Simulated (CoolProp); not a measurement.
R410A along the isotherm 276.5 K: density (kg/m³) from the reference equation and from simpler models built on Tc = 344.5 K, pc = 4901 kPa, ω = 0.296; each cubic takes its own stable root.

Values from CoolProp's reference Helmholtz-energy equation of state, Lemmon 2003. It is a pseudo-pure fit of the blend.

| p (kPa) | phase | reference |
|---|---|---|
| 155 | gas | 5.029 |
| 353 | gas | 11.90 |
| 1830 | liquid | 1162 |
| 4160 | liquid | 1174 |
| 9460 | liquid | 1198 |
| 21500 | liquid | 1240 |
| 49000 | liquid | 1308 |

### Question
How far does each simpler model (Redlich-Kwong, Soave-Redlich-Kwong, Peng-Robinson) lie from the reference over these 7 states: mean and median of the absolute difference, and the worst?

### Answer
- Redlich-Kwong: mean 13.9 %, median 17.2 %, worst -21.9 % at 276.5 K and 1830 kPa
- Soave-Redlich-Kwong: mean 11.6 %, median 15.0 %, worst -17.4 % at 276.5 K and 1830 kPa
- Peng-Robinson: mean 3.9 %, median 4.4 %, worst -6.3 % at 276.5 K and 1830 kPa
